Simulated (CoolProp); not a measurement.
R227EA at 293.15 K and 0.0365 MPa flows at 6.1 m/s in a round tube of 25 mm bore and 1.5 µm roughness, fully developed (64/Re and Nu = 3.66 if laminar; Colebrook and Gnielinski if turbulent). Each further row changes one setting.

Model: reference Helmholtz-energy equation of state, Lemmon 2016, in CoolProp.

```
case               Reynolds number  Darcy friction factor  pressure drop (Pa/m)  heat-transfer coefficient (W/(m² K))  mass flow (kg/h)
-----------------  ---------------  ---------------------  --------------------  ------------------------------------  ----------------
as stated                        ?                 0.0229                  43.9                                     ?                 ?
velocity 12.2 m/s            68900                 0.0197                   151                                  70.0                 ?
diameter 50 mm               68900                 0.0196                     ?                                  34.8                 ?
```

Question: What belongs in the gaps?

Answer: 
- as stated, Reynolds number: 34400
- as stated, heat-transfer coefficient (W/(m² K)): 40.6
- as stated, mass flow (kg/h): 27.7
- velocity 12.2 m/s, mass flow (kg/h): 55.5
- diameter 50 mm, pressure drop (Pa/m): 18.8
- diameter 50 mm, mass flow (kg/h): 111

Viscosity comes from a separate model (Huber 2003), an estimate that may be off by 10 % or more. Thermal conductivity comes from a separate model (Huber 2003), an estimate that may be off by 10 % or more.
